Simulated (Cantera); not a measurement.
What does this Cantera script print?

```python
import numpy as np
import cantera as ct

gas_names = """
    C CH CH2 CH3 CH2OH CH3O CH4 CH3OH CN CO CO2 COOH C2 C2H CHCO,ketyl C2H2,acetylene C2H2,vinylidene
    CH2CO,ketene C2H3,vinyl CH3CN CH3CO,acetyl C2H4 C2H4O,ethylen CH3CHO,ethanal CH3COOH (HCOOH)2 C2H5
    C2H6 CH3OCH3 C2H5OH CCN CNC C2N2 C2O C3 C3H3,propargyl C3H4,allene C3H4,propyne C3H4,cyclo-
    C3H5,allyl C3H6,propylene C3H6,cyclo- C3H6O C3H7,n-propyl C3H7,i-propyl C3H8 C3H8O,1propanol
    C3H8O,2propanol C3O2 C4 C4H2 C4H4,1,3-cyclo- C4H6,butadiene C4H6,2-butyne C4H6,cyclo- C4H8,1-butene
    C4H8,cis2-buten C4H8,tr2-butene C4H8,isobutene C4H8,cyclo- (CH3COOH)2 C4H9,n-butyl C4H9,i-butyl
    C4H9,s-butyl C4H9,t-butyl C4H10,isobutane C4H10,n-butane C4N2 C5 C5H6,1,3cyclo- C5H8,cyclo-
    C5H10,1-pentene C5H10,cyclo- C5H11,pentyl C5H11,t-pentyl C5H12,n-pentane C5H12,i-pentane
    CH3C(CH3)2CH3 C6H2 C6H5,phenyl C6H5O,phenoxy C6H6 C6H5OH,phenol C6H10,cyclo- C6H12,1-hexene
    C6H12,cyclo- C6H13,n-hexyl C7H7,benzyl C7H8 C7H8O,cresol C7H14,1-heptene C7H15,n-heptyl
    C7H16,n-heptane C8H8,styrene C8H10,ethylbenz C8H16,1-octene C8H17,n-octyl C8H18,isooctane
    C8H18,n-octane C9H19,n-nonyl C10H8,naphthale C10H21,n-decyl C12H9,o-bipheny C12H10,bipheny H HCN HCO
    HCCN HNC HNCO HNO HNO2 HNO3 HO2 H2 HCHO,formaldehy HCOOH H2O H2O2 N NCO NH NH2 NH3 NH2OH NO NO2 NO3
    N2 N2H2 N2H4 N2O O OH O2 O3 Si SiC SiC2 SiC4H12 SiH SiH2 SiH3 SiH4 SiN SiO SiO2 Si2 Si2C Si2N Si3
""".split()
cond_names = """
    C(gr) C6H6(L) C7H8(L) C8H18(L),n-octa H2O(s) H2O(L) Si(cr) Si(L) SiC(b) SiO2(Lqz) SiO2(hqz) SiO2(L)
    Si2N2O(s) Si3N4(a)
""".split()


def load(file, names, dense=False):
    # The tables refer to 1 bar. Condensed volumes are neglected.
    table = {s.name: s for s in ct.Species.list_from_file(file)}
    out = []
    for n in names:
        d = dict(table[n].input_data)
        d["thermo"] = dict(d["thermo"], **{"reference-pressure": 1e5})
        if dense:
            d["equation-of-state"] = {"model": "constant-volume", "density": "1e6 g/cm^3"}
        out.append(ct.Species.from_dict(d))
    return out


gas = ct.Solution(thermo="ideal-gas", species=load("nasa_gas.yaml", gas_names))
cond = {s.name: ct.Solution(thermo="fixed-stoichiometry", species=[s], name=s.name)
        for s in load("nasa_condensed.yaml", cond_names, dense=True)}
atoms = {
    'HMDSO': {'Si': 2, 'C': 6, 'H': 18, 'O': 1},
    'O2': {'O': 2},
    'N2': {'N': 2},
    'NO': {'N': 1, 'O': 1},
}
top_T = {'C(gr)': 4500, 'SiC(b)': 3050, 'Si2N2O(s)': 2100, 'Si3N4(a)': 2400}  # K; cautious upper limits of use, not melting points


def equilibrate(T, P, feed):
    n = {}
    for name, mol in feed.items():
        for a, k in atoms[name].items():
            n[a] = n.get(a, 0.0) + k * mol
    gas.TPX = T, P, n
    mass = sum(n.values()) * gas.mean_molecular_weight
    gas.equilibrate("TP")
    valid = [c for c in cond.values() if c.min_temp <= T <= top_T.get(c.name, c.max_temp)]
    mix = ct.Mixture([(gas, mass / gas.mean_molecular_weight)] + [(c, 0.0) for c in valid])
    mix.T, mix.P = T, P
    mix.equilibrate("TP", solver="vcs", rtol=1e-11, max_steps=5000)
    return mix


results = []
feed = {'HMDSO': 1, 'O2': 17, 'N2': 15, 'NO': 4.5}  # mol
T = 1150  # K
P = 10000  # Pa
mix = equilibrate(T, P, feed)
results.append((T, P, feed, dict(zip(mix.species_names, mix.species_moles))))
print(gas.report(threshold=0.0001))
for i in range(1, mix.n_phases):
    print(f"{mix.phase(i).name:16s} {mix.phase_moles(i):12.5e} mol")
```

Result:

```
       temperature   1150 K
          pressure   10000 Pa
           density   0.030221 kg/m^3
  mean mol. weight   28.897 kg/kmol
   phase of matter   gas

                          1 kg             1 kmol
                     ---------------   ---------------
          enthalpy       -2.9239e+06       -8.4491e+07  J
   internal energy       -3.2548e+06       -9.4053e+07  J
           entropy              9470        2.7365e+05  J/K
    Gibbs function       -1.3814e+07       -3.9919e+08  J
 heat capacity c_p            1364.2             39421  J/K
 heat capacity c_v            1076.5             31107  J/K

                      mass frac. Y      mole frac. X     chem. pot. / RT
                     ---------------   ---------------   ---------------
               CO2           0.23134            0.1519           -74.298
               H2O           0.14205           0.22785           -54.392
                N2           0.42333           0.43666           -28.366
                O2           0.20319            0.1835           -30.959
     [ +147 minor]        9.8077e-05        9.5802e-05

C(gr)             0.00000e+00 mol
Si(cr)            0.00000e+00 mol
SiC(b)            0.00000e+00 mol
SiO2(hqz)         2.00000e+00 mol
Si2N2O(s)         0.00000e+00 mol
Si3N4(a)          0.00000e+00 mol
```

Cantera equilibrium calculation (NASA polynomials, part measured and part estimated; ideal gas, pure solids and liquids). The feed counts by its element totals alone. The tables hold silica as quartz up to 1696 K and as liquid above; real silica turns to tridymite and cristobalite and melts near 1996 K.
